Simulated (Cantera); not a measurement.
Input: 1 mol Zr, 0.13 mol O2, 1.2 mol N2, at 2373 K and 0.140 Pa.

Method: chemical equilibrium by Gibbs-energy minimisation in Cantera with the NASA 1993 tables (ideal gas, pure condensed phases). Candidate condensed phases: Zr, ZrN, ZrO2; 13 gas species. ZrN: taken at fixed stoichiometry. The numbers say what is thermodynamically allowed, not how fast it happens.

Base state: N2 0.575, Zr 0.290, ZrO 0.135, N 5.43e-5 (mole fractions); condensed: ZrN(s).

Task: What changes in the equilibrium state with this change: temperature from 2373 K to 950 K?

Result: 
| species | before | after |
|---|---|---|
| N2 | 0.575 | 1.00 |
| Zr | 0.290 | <1e-9 |
| ZrO | 0.135 | <1e-9 |
| N | 5.43e-5 | <1e-9 |
| ZrN(s), mol | 0.180 | 0.870 |
| ZrO2(monoclinic), mol | 0 | 0.130 |
Condensed phases not in the tables: solid solutions among these carbides, nitrides and lower oxides.
